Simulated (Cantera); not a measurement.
An isothermal, constant-pressure homogeneous reactor starts with C₃H₈ : H₂ = 1 : 29 (molar parts), at 1400 K and 1.00 atm.

Model: GRI-Mech 3.0 (53 species, 325 reactions), integrated in Cantera. GRI-Mech 3.0 was tuned for natural gas; its chemistry of propane as a main component is partial and can be far from experiment. GRI-Mech 3.0 stops at C3 and has no aromatics, soot or wall deposition, so with more carbon than oxygen in the feed, carbon stays in small species such as C2H2 where larger ones or solid carbon would form.

One state of this run: x C₃H₈ = 0.0183; x H₂ = 0.953; x CH₂ = 4.94e-8; x C₂H₂ = 8.61e-5; x CH₄ = 0.0140; x C₂H = 1.23e-11; x C₂H₄ = 0.0140. x: mole fraction; the columns are a selection and need not sum to one.

**Question.** Which value of t (s) does it belong to?
A) 5.62e-5
B) 10.0
C) 0.316
D) 1.78

**Answer.** A, 5.62e-5
